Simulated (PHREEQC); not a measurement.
# Nickel, zinc or cadmium bath (model solution)

A solution holds 0.054 mol/kgw ZnSO4, 0.031 mol/kgw NaCl and 0.00017 mol/kgw MnSO4, at 20 °C. Closed to the air; pH follows from the charge balance.

Computed with PHREEQC (ion-association model, wateq4f.dat).

This is a speciation only: nothing precipitates in the calculation.

What pH, ionic strength does the model give?

pH 5.54; ionic strength 0.150 mol/kgw.

In which forms is Cl present?

Cl- 98 %, ZnCl+ 2.2 % of the Cl.
